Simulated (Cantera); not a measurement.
Charge: 1 mol SiCl4, 2.4 mol HCl, 5.3 mol H2, equilibrated at 700 °C and 101000 Pa.

Equilibrium computed with Cantera from the NASA thermochemical tables; the gas is ideal and each condensed phase is pure. Candidate condensed phases: Si; 19 gas species. The tables' values for SiCl3 are old estimates; treat these amounts as uncertain. Equilibrium is a limit: real reactors are often held back by kinetics, nucleation or transport.

Base state: H2 0.608, HCl 0.277, SiCl4 0.114, SiHCl3 0.00140, SiCl3 2.18e-5 (mole fractions); condensed: gas only.

What changes in the equilibrium state with this change: H2 from 5.3 to 0.27 mol?


```tsv
species	before	after
HCl	0.277	0.654
SiCl4	0.114	0.272
H2	0.608	0.0734
SiHCl3	0.00140	0.000172
SiCl3	2.18e-5	7.69e-6
```
